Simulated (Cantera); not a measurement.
A Cantera script and what it prints.

```python
import numpy as np
import cantera as ct

gas_names = """
    N NO NO2 NO3 N2 N2O O O2 O3 Si SiN SiO SiO2 Si2 Si2N Si3
""".split()
cond_names = """
    Si(cr) Si(L) SiO2(Lqz) SiO2(hqz) SiO2(L) Si2N2O(s) Si3N4(a)
""".split()


# ... load() reads the species with a 1 bar reference pressure and builds the phases ...
atoms = {
    'Si': {'Si': 1},
    'N2O': {'N': 2, 'O': 1},
    'N2': {'N': 2},
}
top_T = {'Si2N2O(s)': 2100, 'Si3N4(a)': 2400}  # K; cautious upper limits of use, not melting points


# ... equilibrate(T, P, feed) seeds the gas with the atoms and calls Mixture.equilibrate('TP', solver="vcs", rtol=1e-11, max_steps=5000) ...
results = []
feed = {'Si': 1, 'N2O': 0.14, 'N2': 17}  # mol
T = 1923.15  # K
P = 11  # Pa
mix = equilibrate(T, P, feed)
results.append((T, P, feed, dict(zip(mix.species_names, mix.species_moles))))
x = sorted(zip(gas.X, gas.species_names), reverse=True)
print(f"T = {T:g} K  P = {P:g} Pa  gas = {mix.phase_moles(0):.4g} mol")
print("   x: " + "  ".join(f"{s} {v:.3e}" for v, s in x if v > 0.0001))
print("   condensed (mol): " + ("  ".join(f"{mix.phase(i).name} {mix.phase_moles(i):.4g}"
      for i in range(1, mix.n_phases) if mix.phase_moles(i) > 1e-12) or "none"))
```

Result:

```
T = 1923.15 K  P = 11 Pa  gas = 18.13 mol
   x: N2 9.451e-01  Si 4.688e-02  SiO 7.720e-03  SiN 1.506e-04  Si2 1.215e-04
   condensed (mol): none
```

Cantera equilibrium calculation (NASA polynomials, part measured and part estimated; ideal gas, pure solids and liquids). The tables' values for SiN are old estimates; treat these amounts as uncertain.
